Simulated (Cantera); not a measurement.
Input: 1 mol (CH3)2SiCl2, 5.6 mol H2, at 100000 Pa.

Equilibrium computed with Cantera from the NASA thermochemical tables; the gas is ideal and each condensed phase is pure. Candidate condensed phases: C, C6H6, C7H8, C8H18, Si, SiC; 109 gas species. The feed counts by its element totals alone. Gases not in the tables: Si2H6 and higher silanes. Equilibrium is a limit: real reactors are often held back by kinetics, nucleation or transport.

What share of the Si ends up in condensed phases as a function of T (K), at 2048, 2098, 2148, 2198, 2248, 2298, 2348, 2398, 2448, 2498, 2548, 2598?


```
T (K)  Si condensed (%)      as
-----  ----------------  ------
2048               93.0  SiC(s)
2098               92.3  SiC(s)
2148               91.6  SiC(s)
2198               90.8  SiC(s)
2248               89.9  SiC(s)
2298               89.0  SiC(s)
2348               88.0  SiC(s)
2398               86.8  SiC(s)
2448               85.4  SiC(s)
2498               83.5  SiC(s)
2548               81.1  SiC(s)
2598               77.8  SiC(s)
```
